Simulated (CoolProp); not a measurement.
R365MFC along the isotherm 226.85 °C: Z from the reference equation and from simpler models built on Tc = 186.9 °C, pc = 3.266 MPa, ω = 0.377; each cubic takes its own stable root.

The numbers come from the reference Helmholtz-energy equation of state, Lemmon 2016 in CoolProp.

| p (MPa) | phase | reference |
|---|---|---|
| 0.0516 | gas | 0.9956 |
| 0.118 | gas | 0.9899 |
| 0.268 | gas | 0.9769 |
| 0.609 | gas | 0.9470 |
| 1.39 | gas | 0.8760 |
| 3.15 | gas | 0.7024 |
| 7.18 | supercritical | 0.4039 |
| 16.3 | supercritical | 0.6764 |

### Question
How far does each simpler model (van der Waals, Redlich-Kwong, Soave-Redlich-Kwong) lie from the reference over these 8 states: mean and median of the absolute difference, and the worst?

### Answer
- van der Waals: mean 6.4 %, median 0.9 %, worst +29.2 % at 226.85 °C and 16.3 MPa
- Redlich-Kwong: mean 1.7 %, median 0.2 %, worst +6.0 % at 226.85 °C and 7.18 MPa
- Soave-Redlich-Kwong: mean 3.6 %, median 0.9 %, worst +16.2 % at 226.85 °C and 7.18 MPa
